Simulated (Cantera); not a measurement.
Charge: 1 mol MgCO3, 1.6 mol H2, 0.13 mol H2O, at 0.880 bar.

Equilibrium computed with Cantera from the NASA thermochemical tables; the gas is ideal and each condensed phase is pure. Candidate condensed phases: C, C6H6, C7H8, C8H18, H2O, Mg, MgCO3, MgO, Mg(OH)2; 116 gas species. Rates play no part. All values below are at 975 K.

Base state: H2 0.393, H2O 0.239, CO 0.185, CO2 0.180, CH4 0.00275 (mole fractions); condensed: MgO(s).

Question: What changes in the equilibrium state with this change: H2 from 1.6 to 9.5 mol?

Answer: 
```tsv
species	before	after
H2	0.393	0.791
H2O	0.239	0.112
CO	0.185	0.0655
CO2	0.180	0.0148
CH4	0.00275	0.0169
MgO(s), mol	1.00	1.00
```
